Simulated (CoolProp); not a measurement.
Model: reference Helmholtz-energy equation of state, Smukala 2000, in CoolProp.

Q: For ethylene, give the phase and the cv (kJ/(kg K)), Joule-Thomson coefficient (K/MPa) at 254.6 K and 0.101 MPa.

A: 
- 254.6 K and 0.101 MPa: gas; cv 1.10, Joule-Thomson coefficient 15.1
